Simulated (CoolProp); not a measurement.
A single-stage vapour-compression cycle with methanol: evaporating at 309.15 K (dew point), condensing at 351.15 K (bubble point), superheat 0 K, subcooling 5 K, compressor efficiency 0.85, no pressure losses. Each further row changes one setting.

The numbers come from the reference Helmholtz-energy equation of state, de Reuck 1993 in CoolProp.

```csv
case,cooling COP,pressure ratio,discharge temperature (K),refrigerating effect (kJ/kg),volumetric capacity (kJ/m³)
as stated,5.71,5.73,419.7,1050,397
evaporating temperature 314.15 K,6.69,4.53,407.6,1050,498
condensing temperature 346.15 K,6.57,4.77,406.2,1060,402
subcooling 10 K,5.79,5.73,419.7,1060,402
superheat 10 K,5.55,5.73,441.1,1080,389
compressor efficiency 0.75,5.04,5.73,433.5,1050,397
```
